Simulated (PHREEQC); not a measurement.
HCl is added in steps, without added water, to 1 kg of water holding 0.1 mol/kgw Pb(NO3)2 and 0.0016 mol/kgw Na2SO4, at 10 °C. Oxygen is held at 0.21 atm. No CO2 enters from the air. Solids allowed: Halite, Anglesite, Pb(OH)2. Others were left out.

Base run: PHREEQC, ion-association model, phreeqc.dat. Each further column changes one thing. The table gives pH.

```tsv
HCl added (mol)	base	Pb(NO3)2 left out	Na2SO4 from 0.0016 to 0.00016 mol/kgw	temperature from 10 to 35 °C
0	4.35	?	4.35	4.35
0.0001625	3.84	3.85	3.84	3.85
0.0002437	3.69	?	3.69	3.69
0.0004062	3.48	3.46	3.48	3.48
0.0004875	3.40	?	3.40	3.41
0.00065	3.28	?	3.28	3.29
0.0008125	3.19	3.15	3.19	3.19
0.0008938	3.15	?	3.15	3.15
0.001056	3.07	3.04	3.07	3.08
0.001138	3.04	3.01	3.04	3.04
0.0013	2.98	?	2.98	2.99
```

Task: What belongs in the gaps?

Result: 
- 0, Pb(NO3)2 left out: 7.28
- 0.0002437, Pb(NO3)2 left out: 3.68
- 0.0004875, Pb(NO3)2 left out: 3.38
- 0.00065, Pb(NO3)2 left out: 3.25
- 0.0008938, Pb(NO3)2 left out: 3.11
- 0.0013, Pb(NO3)2 left out: 2.95

Away from 25 °C the constants follow the database's enthalpies or fits; those with neither stay at their 25 °C values.  Solids allowed in the column 'Pb(NO3)2 left out': Halite.
